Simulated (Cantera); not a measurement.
Carbothermic reduction: SiO2 + CO + H2

Input: 1 mol SiO2, 6.5 mol CO, 0.64 mol H2, held at 1298 K.

These are equilibrium values from Cantera (NASA tables, ideal gas, pure condensed phases), not measurements of a reactor. Candidate condensed phases: C, C6H6, C7H8, C8H18, H2O, Si, SiC, SiO2; 123 gas species. The tables hold silica as quartz up to 1696 K and as liquid above; real silica turns to tridymite and cristobalite and melts near 1996 K. Gases not in the tables: Si(OH)4. Rates play no part.

| P (Pa) | log p CO | log p H2 | log p CO2 | log p H2O | log p CH4 | log p SiO | log p H | n SiO2(β-quartz) | n C(graphite) |
|---|---|---|---|---|---|---|---|---|---|
| 10 | -4.04 | -5.05 | -8.03 | -8.80 | -14.52 | -7.96 | -8.49 | 0.999 | 0 |
| 52 | -3.32 | -4.33 | -7.67 | -8.44 | -12.01 | -7.61 | -8.14 | 1.000 | 0 |
| 270 | -2.61 | -3.62 | -7.32 | -8.08 | -9.51 | -7.25 | -7.78 | 1.000 | 0 |
| 1400 | -1.89 | -2.90 | -6.07 | -6.83 | -7.90 | -7.78 | -7.42 | 1.000 | 0 |
| 7200 | -1.18 | -2.19 | -4.64 | -5.41 | -6.48 | -8.50 | -7.07 | 1.00 | 0.00261 |
| 37000 | -0.47 | -1.48 | -3.22 | -3.99 | -5.06 | -9.21 | -6.71 | 1.00 | 0.0134 |
| 190000 | 0.23 | -0.77 | -1.81 | -2.57 | -3.64 | -9.91 | -6.36 | 1.00 | 0.0670 |
| 1000000 | 0.94 | -0.07 | -0.40 | -1.16 | -2.23 | -10.62 | -6.00 | 1.00 | 0.315 |
log p: log10 of the partial pressure in bar; n: condensed amount in mol.

From 0.000100 bar to 0.0140 bar the condensed part is SiO2(β-quartz). From 0.0720 bar to 10.0 bar the condensed part is C(graphite) + SiO2(β-quartz).
